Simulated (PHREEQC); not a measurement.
# Nickel, zinc or cadmium bath: speciation

A solution holds 0.11 mol CdCl2, 0.00035 mol NaCl and 0.064 mol MnSO4 per kg of water, at 75 °C. Closed to the air; pH follows from the charge balance.

All values are PHREEQC results (ion-association model, phreeqc.dat), not measurements.

This is a speciation only: nothing precipitates in the calculation.

Question: Estimate the pH, ionic strength.

Answer: pH 5.39; ionic strength 0.260 mol/kgw.

Question: In which forms is Cl present?

Answer: Cl- 53 %, CdCl+ 27 %, CdCl2 14 %, CdCl3- 3.0 %, MnCl+ 2.1 % of the Cl.

Species that the database lacks are ignored. Away from 25 °C the constants follow the database's enthalpies or fits; those with neither stay at their 25 °C values.
